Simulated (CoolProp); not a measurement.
A single-stage vapour-compression cycle with ammonia: evaporating at 265.15 K (dew point), condensing at 317.15 K (bubble point), superheat 5 K, subcooling 8 K, compressor efficiency 0.8, no pressure losses. Each further row changes one setting.

Computed with CoolProp (reference Helmholtz-energy equation of state, Gao 2020).

```json
[
 {"case": "as stated", "cooling COP": "3.37", "pressure ratio": "5.51", "discharge temperature (K)": "423.2", "refrigerating effect (kJ/kg)": "1090", "volumetric capacity (kJ/m³)": "2760"},
 {"case": "evaporating temperature 270.15 K", "cooling COP": "…", "pressure ratio": "4.53", "discharge temperature (K)": "409.7", "refrigerating effect (kJ/kg)": "…", "volumetric capacity (kJ/m³)": "3340"},
 {"case": "condensing temperature 312.15 K", "cooling COP": "…", "pressure ratio": "4.80", "discharge temperature (K)": "…", "refrigerating effect (kJ/kg)": "1120", "volumetric capacity (kJ/m³)": "2820"},
 {"case": "subcooling 13 K", "cooling COP": "3.45", "pressure ratio": "5.51", "discharge temperature (K)": "423.2", "refrigerating effect (kJ/kg)": "1120", "volumetric capacity (kJ/m³)": "2820"},
 {"case": "superheat 15 K", "cooling COP": "…", "pressure ratio": "5.51", "discharge temperature (K)": "438.7", "refrigerating effect (kJ/kg)": "1120", "volumetric capacity (kJ/m³)": "…"},
 {"case": "compressor efficiency 0.7", "cooling COP": "…", "pressure ratio": "5.51", "discharge temperature (K)": "441.4", "refrigerating effect (kJ/kg)": "1090", "volumetric capacity (kJ/m³)": "2760"}
]
```

Q: Fill in the missing entries.

A: 
- evaporating temperature 270.15 K, cooling COP: 3.88
- evaporating temperature 270.15 K, refrigerating effect (kJ/kg): 1100
- condensing temperature 312.15 K, cooling COP: 3.81
- condensing temperature 312.15 K, discharge temperature (K): 409.1
- superheat 15 K, cooling COP: 3.30
- superheat 15 K, volumetric capacity (kJ/m³): 2700
- compressor efficiency 0.7, cooling COP: 2.95
